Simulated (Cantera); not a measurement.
Charge: 1 mol SiH4, a varied amount of CO2, held at 1848 K and 19.0 Pa.

Cantera equilibrium calculation (NASA polynomials, part measured and part estimated; ideal gas, pure solids and liquids). Candidate condensed phases: C, C6H6, C7H8, C8H18, H2O, Si, SiC, SiO2; 123 gas species. The tables hold silica as quartz up to 1696 K and as liquid above; real silica turns to tridymite and cristobalite and melts near 1996 K. Rates play no part.

What share of the Si ends up in condensed phases as a function of n(CO2) (mol), at 2.1, 4, 5.8, 7.7, 9.5, 11, 13, 15, 17, 19, 21, 23, 24?


| n(CO2) (mol) | Si condensed (%) | as |
|---|---|---|
| 2.1 | 53.0 | SiO2(condensed) |
| 4 | 86.7 | SiO2(condensed) |
| 5.8 | 92.0 | SiO2(condensed) |
| 7.7 | 93.8 | SiO2(condensed) |
| 9.5 | 94.6 | SiO2(condensed) |
| 11 | 95.0 | SiO2(condensed) |
| 13 | 95.3 | SiO2(condensed) |
| 15 | 95.4 | SiO2(condensed) |
| 17 | 95.5 | SiO2(condensed) |
| 19 | 95.5 | SiO2(condensed) |
| 21 | 95.5 | SiO2(condensed) |
| 23 | 95.5 | SiO2(condensed) |
| 24 | 95.4 | SiO2(condensed) |
